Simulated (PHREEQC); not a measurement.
# Copper plating or etch bath: speciation

Consider water at 70 °C with 0.024 mol/kgw Cu(NO3)2, 0.00092 mol/kgw HNO3 and 0.052 mol/kgw KCl. Closed to the air; pH follows from the charge balance.

Computed with PHREEQC (ion-association model, phreeqc.dat).

```yaml
pH: 3.13
ionic_strength: 0.114 mol/kgw
density: 0.984 g/cm³
total_alkalinity: -0.920 meq/kg
```

```
species     molality  activity   log γ
----------  --------  --------  ------
K+            0.0520    0.0383  -0.133
NO3-          0.0489    0.0354  -0.140
Cl-           0.0463    0.0342  -0.131
Cu+2          0.0184   0.00655  -0.448
CuCl+        0.00551   0.00409  -0.129
H+          0.000921  0.000743  -0.093
CuCl2       0.000112  0.000115   0.011
Cu2(OH)2+2   5.03e-7   1.64e-7  -0.487
CuOH+        1.18e-7   8.79e-8  -0.129
CuCl3-       3.75e-8   2.78e-8  -0.129
```

Precipitation was switched off in this run. Complexes and solids missing from the database can't appear. At this temperature some constants are extrapolated from 25 °C, and those without enthalpy data are left unchanged.
